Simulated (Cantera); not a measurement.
## NO annealing gas

A perfectly stirred reactor is fed with 50.0 % NO, 50.0 % N₂, at 0.0610 bar; it is held at 1650 K, and followed from long to short residence time.

Model: GRI-Mech 3.0 (53 species, 325 reactions), integrated in Cantera.

```csv
τ (s),x NO,x O,x N₂,x N₂O,x O₂
28,0.457,1.79e-5,0.521,7.14e-5,0.0213
12,0.480,1.36e-5,0.510,7.97e-5,0.00971
4.9,0.492,1.08e-5,0.504,8.32e-5,0.00404
2.1,0.496,9.33e-6,0.502,8.29e-5,0.00171
0.89,0.498,8.44e-6,0.501,7.86e-5,0.000688
0.38,0.499,7.72e-6,0.500,6.89e-5,0.000262
0.16,0.500,6.83e-6,0.500,5.29e-5,8.63e-5
0.067,0.500,5.60e-6,0.500,3.39e-5,2.24e-5
0.028,0.500,4.11e-6,0.500,1.82e-5,4.19e-6
0.012,0.500,2.81e-6,0.500,8.82e-6,6.49e-7
0.0051,0.500,1.84e-6,0.500,3.97e-6,9.90e-8
```
x: mole fraction; the columns are a selection and need not sum to one.
